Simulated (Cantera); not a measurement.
Source: NASA polynomial tables (part measured, part estimated), evaluated in Cantera. Values are per mole of reaction as written; species without (g) are pure solids or liquids, kept so even where they would boil at 1 bar.

O₃(g) + 3 C → 3 CO(g), with ΔH° = -473.3 kJ and ΔS° = 336.9 J/K at 300 K.

How far is the shortcut ΔG° ≈ ΔH°(300 K) − T·ΔS°(300 K) from the full temperature-dependent value at 473, 573, 673, 773, 873, 973, 1073 K?


```csv
T (K),shortcut (kJ),full (kJ),difference (kJ),difference in log10 K
473,-632.7,-633.3,0.6,-0.07
573,-666.4,-667.5,1.1,-0.10
673,-700.1,-701.6,1.5,-0.12
773,-733.8,-735.5,1.7,-0.11
873,-767.5,-769.1,1.7,-0.10
973,-801.1,-802.5,1.4,-0.08
1073,-834.8,-835.8,0.9,-0.05
```
The shortcut ignores the heat-capacity change of the reaction.
